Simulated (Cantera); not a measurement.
A perfectly stirred reactor is fed with 17.5 % CO, 2.79 % H₂, 14.3 % O₂, 65.4 % N₂, at 8250 Torr; it is adiabatic with a 800 K inlet, and is followed from long to short residence time, starting on the burning branch (τ in s: 0.32, 0.12, 0.042, 0.015, 0.0054, 0.0019, 0.0007, 0.00025, 9.1e-05, 3.3e-05).

Computed with Cantera and GRI-Mech 3.0 (53 species, 325 reactions). The hydrogen kinetics of GRI-Mech 3.0 are dated; newer H2 mechanisms differ, most at raised pressure.

Task: Predict: blow-out, bracketed by the residence times tried; x(CO) at τ = 0.320 s; x(H₂) at τ = 0.320 s; x(O₂) at τ = 0.320 s; x(OH) at τ = 0.320 s; x(N₂O) at τ = 0.320 s; x(CO) at τ = 1.90 ms; x(H₂) at τ = 1.90 ms; x(O₂) at τ = 1.90 ms; x(OH) at τ = 1.90 ms; x(N₂O) at τ = 1.90 ms.

Result: 
```json
{
 "blow_out_bracketed_by_the_residence_times_tried": "burning at 33.0 µs, the shortest tried",
 "x(CO) at τ = 0.320 s": "0.00380",
 "x(H₂) at τ = 0.320 s": "0.000105",
 "x(O₂) at τ = 0.320 s": "0.0444",
 "x(OH) at τ = 0.320 s": "0.00166",
 "x(N₂O) at τ = 0.320 s": "1.29e-6",
 "x(CO) at τ = 1.90 ms": "0.00860",
 "x(H₂) at τ = 1.90 ms": "0.000220",
 "x(O₂) at τ = 1.90 ms": "0.0493",
 "x(OH) at τ = 1.90 ms": "0.00233",
 "x(N₂O) at τ = 1.90 ms": "2.20e-6"
}
```
